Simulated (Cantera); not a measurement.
Cantera run:

```python
import numpy as np
import cantera as ct

gas_names = """
    C CN CO CO2 C2 CCN CNC C2N2 C2O C3 C3O2 C4 C4N2 C5 N NCO NO NO2 NO3 N2 N2O O O2 O3 Si SiC SiC2 SiN
    SiO SiO2 Si2 Si2C Si2N Si3
""".split()
cond_names = """
    C(gr) Si(cr) Si(L) SiC(b) SiO2(Lqz) SiO2(hqz) SiO2(L) Si2N2O(s) Si3N4(a)
""".split()


def load(file, names, dense=False):
    # The tables refer to 1 bar. Condensed volumes are neglected.
    table = {s.name: s for s in ct.Species.list_from_file(file)}
    out = []
    for n in names:
        d = dict(table[n].input_data)
        d["thermo"] = dict(d["thermo"], **{"reference-pressure": 1e5})
        if dense:
            d["equation-of-state"] = {"model": "constant-volume", "density": "1e6 g/cm^3"}
        out.append(ct.Species.from_dict(d))
    return out


gas = ct.Solution(thermo="ideal-gas", species=load("nasa_gas.yaml", gas_names))
cond = {s.name: ct.Solution(thermo="fixed-stoichiometry", species=[s], name=s.name)
        for s in load("nasa_condensed.yaml", cond_names, dense=True)}
atoms = {
    'Si3N4': {'Si': 3, 'N': 4},
    'CO2': {'C': 1, 'O': 2},
    'N2': {'N': 2},
}
top_T = {'C(gr)': 4500, 'SiC(b)': 3050, 'Si2N2O(s)': 2100, 'Si3N4(a)': 2400}  # K; cautious upper limits of use, not melting points


def equilibrate(T, P, feed):
    n = {}
    for name, mol in feed.items():
        for a, k in atoms[name].items():
            n[a] = n.get(a, 0.0) + k * mol
    gas.TPX = T, P, n
    mass = sum(n.values()) * gas.mean_molecular_weight
    gas.equilibrate("TP")
    valid = [c for c in cond.values() if c.min_temp <= T <= top_T.get(c.name, c.max_temp)]
    mix = ct.Mixture([(gas, mass / gas.mean_molecular_weight)] + [(c, 0.0) for c in valid])
    mix.T, mix.P = T, P
    mix.equilibrate("TP", solver="vcs", rtol=1e-11, max_steps=5000)
    return mix


results = []
feed = {'Si3N4': 1, 'CO2': 0.012, 'N2': 230}  # mol
T = 1650  # K
P = 101325  # Pa
mix = equilibrate(T, P, feed)
results.append((T, P, feed, dict(zip(mix.species_names, mix.species_moles))))
print(gas.report(threshold=1e-06))
for i in range(1, mix.n_phases):
    print(f"{mix.phase(i).name:16s} {mix.phase_moles(i):12.5e} mol")
```

Output:

```
       temperature   1650 K
          pressure   1.0132e+05 Pa
           density   0.20691 kg/m^3
  mean mol. weight   28.014 kg/kmol
   phase of matter   gas

                          1 kg             1 kmol
                     ---------------   ---------------
          enthalpy        1.5568e+06        4.3612e+07  J
   internal energy        1.0671e+06        2.9893e+07  J
           entropy            8748.7        2.4509e+05  J/K
    Gibbs function       -1.2879e+07       -3.6078e+08  J
 heat capacity c_p              1257             35213  J/K
 heat capacity c_v             960.2             26899  J/K

                      mass frac. Y      mole frac. X     chem. pot. / RT
                     ---------------   ---------------   ---------------
                CO        5.2162e-05         5.217e-05            -44.97
                N2           0.99994           0.99995           -26.297
               SiO        3.2255e-06        2.0497e-06           -49.384
     [  +31 minor]        4.6427e-09        3.7794e-09

C(gr)             0.00000e+00 mol
Si(cr)            0.00000e+00 mol
SiC(b)            0.00000e+00 mol
SiO2(hqz)         0.00000e+00 mol
Si2N2O(s)         1.15286e-02 mol
Si3N4(a)          9.92157e-01 mol
```

Method: chemical equilibrium by Gibbs-energy minimisation in Cantera with the NASA 1993 tables (ideal gas, pure condensed phases). Mutual solubility and eutectic melting of coexisting phases are not modelled.
